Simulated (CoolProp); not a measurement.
The numbers come from the reference Helmholtz-energy equation of state, McLinden 2015 in CoolProp.

### Question
Give the vapour pressure (MPa), liquid density (kg/m³), vapour density (kg/m³), liquid cp (kJ/(kg K)) of saturated the fluoroketone C6F12O (FK-5-1-12) at 9.05, 31.35, 75.95 °C.

### Answer
```csv
T (°C),p (MPa),liquid density (kg/m³),vapour density (kg/m³),liquid cp (kJ/(kg K))
9.05,0.0197,1650,2.70,1.09
31.35,0.0524,1580,6.82,1.11
75.95,0.236,1430,29.2,1.15
```
